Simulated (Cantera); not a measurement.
Charge: 1 mol SiCl4, 9.7 mol NH3, at 1398.15 K and 24.0 Pa.

These are equilibrium values from Cantera (NASA tables, ideal gas, pure condensed phases), not measurements of a reactor. Candidate condensed phases: NH4Cl, Si, Si3N4; 28 gas species. The tables' values for SiCl3 are old estimates; treat these amounts as uncertain. Rates play no part.

Base state: H2 0.619, N2 0.214, HCl 0.144, SiCl2 0.0223, SiCl3 0.000320, H 0.000241, Cl 4.62e-5, SiCl4 1.96e-5 (mole fractions); condensed: Si3N4(s).

Question: What changes in the equilibrium state with this change: NH3 from 9.7 to 30 mol?

Answer: 
```tsv
species	before	after
H2	0.619	0.703
N2	0.214	0.235
HCl	0.144	0.0589
SiCl2	0.0223	0.00307
SiCl4	1.96e-5	3.95e-7
SiCl3	0.000320	1.69e-5
Si3N4(s), mol	0.174	0.270
```
